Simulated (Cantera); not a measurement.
Input (Python, Cantera):

```python
import numpy as np
import cantera as ct

gas = ct.Solution("h2o2.yaml")
gas.TPX = 975, 1333, {'H2': 0.27, 'O2': 1}
reactor = ct.IdealGasConstPressureReactor(gas, energy="off", clone=False)
net = ct.ReactorNet([reactor])
net.rtol, net.atol = 1e-08, 1e-18
show = ['H2', 'O2', 'HO2', 'H2O', 'H2O2']
times = np.geomspace(2e-06, 100, 9)

steps = ct.SolutionArray(gas, extra=["t"])
rows = []
print(f"{'t/s':>10s}{'T/K':>9s}{'P/Pa':>11s}" + "".join(f"{s:>11s}" for s in show))
for t in times:
    while net.time < t:
        t_next = net.step()
        steps.append(gas.state, t=t_next)
    rows.append([np.interp(t, steps.t, y) for y in (steps.T, steps.P, *steps(*show).X.T)])
    print(f"{t:10.3e}{rows[-1][0]:9.1f}{rows[-1][1]:11.4g}" + "".join(f"{x:11.3e}" for x in rows[-1][2:]))
rate = np.gradient(steps.T, steps.t)
print("integrator steps:", len(steps.t))
if steps.T.max() > steps.T[0] + 200:
    print(f"time of steepest temperature rise: {steps.t[rate.argmax()]:.4e} s")
gas.TPX = 975, 1333, {'H2': 0.27, 'O2': 1}
gas.equilibrate("TP")
print(f"equilibrium (TP): T = {gas.T:.1f} K  " + "  ".join(f"{s} {gas[s].X[0]:.3e}" for s in show))
```

Result:

```
       t/s      T/K       P/Pa         H2         O2        HO2        H2O       H2O2
 2.000e-06    975.0       1333  2.126e-01  7.874e-01  1.610e-12  2.463e-16  2.608e-18
 1.834e-05    975.0       1333  2.126e-01  7.874e-01  1.478e-11  1.502e-13  2.156e-16
 1.682e-04    975.0       1333  2.126e-01  7.874e-01  1.366e-10  5.463e-11  1.823e-14
 1.542e-03    975.0       1333  2.126e-01  7.874e-01  5.047e-09  2.671e-07  2.751e-12
 1.414e-02    975.0       1333  3.244e-03  7.523e-01  1.772e-05  2.274e-01  5.444e-07
 1.297e-01    975.0       1333  2.169e-05  7.620e-01  1.372e-06  2.378e-01  1.900e-07
 1.189e+00    975.0       1333  3.065e-07  7.621e-01  5.469e-08  2.379e-01  2.846e-08
 1.091e+01    975.0       1333  1.629e-08  7.621e-01  4.313e-09  2.379e-01  4.385e-09
 1.000e+02    975.0       1333  1.423e-09  7.621e-01  6.330e-10  2.379e-01  5.937e-10
integrator steps: 2115
equilibrium (TP): T = 975.0 K  H2 9.670e-11  O2 7.621e-01  HO2 8.514e-10  H2O 2.379e-01  H2O2 4.863e-11
```

Detailed kinetics in Cantera: the H2/O2 subset of GRI-Mech 3.0, which has no nitrogen chemistry. Radical loss at walls, strong at low pressure, is not modelled. The temperature is held fixed by assumption; the heat of reaction is taken as removed at once.
